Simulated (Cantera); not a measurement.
**Transport properties of process gases**

Gas mixture: CO₂ : CO : CH₄ : H₂O = 0.096 : 0.37 : 0.65 : 0.24 (molar parts), at 760 Torr, frozen composition.

Cantera's kinetic-theory transport with the Lennard-Jones parameters of GRI-Mech 3.0, ideal gas; thermal conductivity in the mixture-averaged form. Polar gases are described roughly by these parameters. The composition is frozen, though it would react at the higher temperatures.

```tsv
T (K)	ρ (kg/m³)	cp (J/kg/K)	μ (µPa s)	λ (mW/m/K)	Pr	D (cm²/s) H	D (cm²/s) NO	D (cm²/s) NH₃
400	0.659	1684	17.1	40.2	0.719	1.96	0.353	0.368
650	0.406	2084	25.1	71.3	0.734	4.60	0.820	0.920
900	0.293	2437	31.9	104	0.748	8.03	1.43	1.66
1150	0.229	2728	38.1	137	0.761	12.2	2.15	2.56
1400	0.188	2951	43.7	168	0.768	16.9	2.99	3.60
1650	0.160	3123	49.0	198	0.773	22.2	3.93	4.78
1900	0.139	3258	53.9	226	0.776	28.1	4.97	6.07
2150	0.123	3364	58.6	253	0.779	34.6	6.11	7.49
```
D: mixture-averaged diffusion coefficient of that species in the mixture.
